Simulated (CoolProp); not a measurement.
Sulfur dioxide at 293.15 K and 0.256 MPa is throttled through a valve to 0.0334 MPa with no heat exchange. Each further row changes one setting.

The numbers come from the reference Helmholtz-energy equation of state, Gao 2016 in CoolProp.

```tsv
case	temperature change (K)	final density (kg/m³)
as stated	(withheld)	0.913
outlet pressure 0.01 MPa	(withheld)	(withheld)
outlet pressure 0.0434 MPa	(withheld)	(withheld)
```

Task: Fill in the missing entries.

Result: 
- as stated, temperature change (K): -9.5
- outlet pressure 0.01 MPa, temperature change (K): -10.6
- outlet pressure 0.01 MPa, final density (kg/m³): 0.273
- outlet pressure 0.0434 MPa, temperature change (K): -9.1
- outlet pressure 0.0434 MPa, final density (kg/m³): 1.19
